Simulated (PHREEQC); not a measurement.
PHREEQC input (ion-association model, phreeqc.dat):

```
SOLUTION_SPECIES
  CO3-2 + 10 H+ + 8 e- = CH4 + 3 H2O  # shut off: no methane
    -log_k -100
    -delta_h 0
    -analytic -100
SOLUTION 1
  temp 25
  units mol/kgw
  pH 7 charge
  C(4) 0.015
  Na 0.125
  Cl 0.11
END
SELECTED_OUTPUT 1
  -reset false
  -pH true
  -pe true
  -ionic_strength true
  -water true
  -totals C Cl Na C(-4) C(4) Ntg
  -molalities H+ Na+ Cl- CO3-2 OH- HCO3- CO2 (CO2)2 NaOH NaCO3-
    NaHCO3
  -saturation_indices Halite
USER_PUNCH 1
  -headings p_Ntg(g) phi_Ntg(g) p_H2O(g) phi_H2O(g) density
  10 PUNCH PR_P("Ntg(g)"), PR_PHI("Ntg(g)"), PR_P("H2O(g)"), PR_PHI("H2O(g)"), RHO
PRINT
  -reset false
USE solution 1
REACTION_TEMPERATURE 1
  10
GAS_PHASE 1
  -fixed_pressure
  -pressure 30
  -temperature 10
  -volume 20
  Ntg(g) 30
  H2O(g) 0
END
# ... the last block is repeated for the other 8 points of T (°C)
```

Selected output (columns that matter, 9 of 9 rows; T (°C) added in front):

```
T (°C)	pH	mu	C	Cl	Na	Ntg	m_H+	m_Na+	si_Halite	p_Ntg(g)	phi_Ntg(g)	p_H2O(g)	phi_H2O(g)	density
10	8.1672	0.12447	0.015003	0.11002	0.12503	0.023524	8.2979e-09	0.12433	-3.6582	29.986	0.98309	0.013729	0.91102	1.0067
20	8.0295	0.12449	0.015006	0.11004	0.12505	0.019911	1.1425e-08	0.12436	-3.6692	29.974	0.9865	0.025726	0.91929	1.005
30	7.9072	0.12451	0.01501	0.11007	0.12508	0.017396	1.5185e-08	0.12438	-3.6804	29.954	0.98947	0.046084	0.92648	1.0023
40	7.7984	0.12453	0.015017	0.11012	0.12514	0.01563	1.9572e-08	0.12441	-3.6915	29.921	0.99207	0.079269	0.93267	0.99873
50	7.7025	0.12456	0.015027	0.1102	0.12523	0.014397	2.4496e-08	0.12446	-3.7025	29.869	0.99435	0.13143	0.93787	0.9945
60	7.6195	0.12462	0.015042	0.11031	0.12535	0.013552	2.977e-08	0.12453	-3.7134	29.789	0.99636	0.21077	0.94209	0.98965
70	7.5494	0.12472	0.015064	0.11047	0.12553	0.013003	3.5135e-08	0.12463	-3.7241	29.672	0.99813	0.3279	0.94532	0.98424
80	7.4919	0.12487	0.015094	0.11069	0.12579	0.012684	4.0292e-08	0.1248	-3.7344	29.504	0.99971	0.49623	0.94753	0.97831
90	7.4464	0.12511	0.015137	0.111	0.12614	0.012549	4.4952e-08	0.12504	-3.7443	29.268	1.0011	0.73227	0.94866	0.97189
```

Constants without temperature data keep their 25 °C values here.
